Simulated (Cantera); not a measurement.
Mixture: 5.97 % CH4, 1.85 % CO, 8.60 % O2, 83.6 % N2, at 2.00 bar, adiabatic and at constant pressure. Ignition delay is the time to a rise of 400 K.

Model: GRI-Mech 3.0 (53 species, 325 reactions), integrated in Cantera.

Question: Predict: delay at 1023 K; delay at 1123 K; delay at 1223 K; delay at 1323 K; delay at 1423 K; apparent activation energy between 1373 and 1473 K.

Answer: 
```json
{
  "delay at 1023 K": "1.82 s",
  "delay at 1123 K": "0.338 s",
  "delay at 1223 K": "75.0 ms",
  "delay at 1323 K": "18.8 ms",
  "delay at 1423 K": "5.20 ms",
  "apparent activation energy between 1373 and 1473 K": "210 kJ/mol"
}
```
